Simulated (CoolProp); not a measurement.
Vapour-liquid equilibrium of n-hexane (1) + cyclohexane (2) at 0.736 MPa; x and y are mole fractions of (1).

Computed with CoolProp (multi-fluid Helmholtz-energy mixture model, Thol 2019 and Zhou 2014; pair parameters Bell 2016).

Q: Give the bubble temperature and the first vapour's composition at x = 0.2, 0.65, 0.8. Is there an azeotrope?

A: x = 0.2: 160.6 °C, y = 0.248; x = 0.65: 153.3 °C, y = 0.699; x = 0.8: 151.3 °C, y = 0.832. No azeotrope shows between x = 0.05 and 0.95.

The pair parameters rest on a limited set of measurements; away from them the model extrapolates.
